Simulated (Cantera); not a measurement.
Low-pressure radical oxidation in H2/O2

An isothermal, constant-pressure homogeneous reactor starts with 3.16 % H2, 32.3 % O2, 64.6 % N2, at 998 K and 280 Pa.

Detailed kinetics in Cantera: the H2/O2 subset of GRI-Mech 3.0, which has no nitrogen chemistry. Radical loss at walls, strong at low pressure, is not modelled.

```json
[
 {"t (s)": "2.00e-5", "x H2": "0.0316", "x O2": "0.323", "x H2O2": "<1e-12", "x HO2": "<1e-12", "x OH": "<1e-12"},
 {"t (s)": "4.33e-5", "x H2": "0.0316", "x O2": "0.323", "x H2O2": "<1e-12", "x HO2": "<1e-12", "x OH": "<1e-12"},
 {"t (s)": "9.38e-5", "x H2": "0.0316", "x O2": "0.323", "x H2O2": "<1e-12", "x HO2": "1.85e-12", "x OH": "<1e-12"},
 {"t (s)": "0.000203", "x H2": "0.0316", "x O2": "0.323", "x H2O2": "<1e-12", "x HO2": "4.00e-12", "x OH": "<1e-12"},
 {"t (s)": "0.000440", "x H2": "0.0316", "x O2": "0.323", "x H2O2": "<1e-12", "x HO2": "8.67e-12", "x OH": "<1e-12"},
 {"t (s)": "0.000953", "x H2": "0.0316", "x O2": "0.323", "x H2O2": "<1e-12", "x HO2": "1.88e-11", "x OH": "3.01e-12"},
 {"t (s)": "0.00206", "x H2": "0.0316", "x O2": "0.323", "x H2O2": "<1e-12", "x HO2": "4.07e-11", "x OH": "1.03e-11"},
 {"t (s)": "0.00447", "x H2": "0.0316", "x O2": "0.323", "x H2O2": "<1e-12", "x HO2": "8.84e-11", "x OH": "3.78e-11"},
 {"t (s)": "0.00969", "x H2": "0.0316", "x O2": "0.323", "x H2O2": "<1e-12", "x HO2": "1.94e-10", "x OH": "2.40e-10"},
 {"t (s)": "0.0210", "x H2": "0.0316", "x O2": "0.323", "x H2O2": "<1e-12", "x HO2": "5.14e-10", "x OH": "7.81e-9"},
 {"t (s)": "0.0454", "x H2": "0.0316", "x O2": "0.323", "x H2O2": "3.95e-11", "x HO2": "1.41e-7", "x OH": "1.29e-5"},
 {"t (s)": "0.0984", "x H2": "0.00153", "x O2": "0.305", "x H2O2": "1.04e-8", "x HO2": "5.50e-7", "x OH": "0.00113"},
 {"t (s)": "0.213", "x H2": "0.000679", "x O2": "0.304", "x H2O2": "6.26e-9", "x HO2": "5.20e-7", "x OH": "0.000809"},
 {"t (s)": "0.462", "x H2": "0.000533", "x O2": "0.306", "x H2O2": "6.94e-9", "x HO2": "5.11e-7", "x OH": "0.000717"},
 {"t (s)": "1.00", "x H2": "0.000319", "x O2": "0.308", "x H2O2": "8.07e-9", "x HO2": "4.76e-7", "x OH": "0.000553"}
]
```
x: mole fraction; the columns are a selection and need not sum to one.

Equilibrium at this temperature and pressure: H2 9.01e-11, O2 0.312, H2O2 2.61e-12, HO2 1.58e-10, OH 3.02e-7 (gas phase only).
